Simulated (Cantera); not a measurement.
Equilibrium for silicon carbide growth: SiCl4 + CH4 + H2

Input: 1 mol SiCl4, 1.8 mol CH4, 1.1 mol H2, held at 1298 K and 400 Pa.

These are equilibrium values from Cantera (NASA tables, ideal gas, pure condensed phases), not measurements of a reactor. Candidate condensed phases: C, C6H6, C7H8, C8H18, Si, SiC; 109 gas species. The tables' values for SiCl3 are old estimates; treat these amounts as uncertain. The numbers say what is thermodynamically allowed, not how fast it happens.

```json
{
 "x(HCl)": "0.541",
 "x(H2)": "0.439",
 "x(SiCl4)": "0.0106",
 "x(SiCl2)": "0.00520",
 "x(SiCl3)": "0.00303",
 "x(SiHCl3)": "0.000387",
 "x(Cl)": "1.17e-5",
 "x(H)": "1.12e-5",
 "x(CH4)": "6.15e-6",
 "n(C(graphite))": "0.927 mol",
 "n(SiC(s))": "0.873 mol",
 "gas_amount": "6.617 mol",
 "log10 activity of Si(s) (absent)": "-2.53"
}
```
